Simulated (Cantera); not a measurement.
## SiCl₄ + H₂ + HCl (chlorosilane synthesis and conversion)

Feed: 1 mol SiCl₄, 8.2 mol H₂, 3.5 mol HCl, at 1100 °C and 1.70 bar.

Method: chemical equilibrium by Gibbs-energy minimisation in Cantera with the NASA 1993 tables (ideal gas, pure condensed phases). Candidate condensed phases: Si; 19 gas species. The tables' values for SiCl₃ are old estimates; treat these amounts as uncertain. Rates play no part.

* **x(H₂)**: 0.630
* **x(HCl)**: 0.291
* **x(SiCl₄)**: 0.0633
* **x(SiHCl₃)**: 0.00866
* **x(SiCl₃)**: 0.00469
* **x(SiCl₂)**: 0.00160
* **x(SiH₂Cl₂)**: 0.000175
* **x(H)**: 2.03e-6
* **x(SiH₃Cl)**: 1.01e-6
* **gas amount**: 12.75 mol
* **log10 activity of Si(s) (absent)**: -2.38
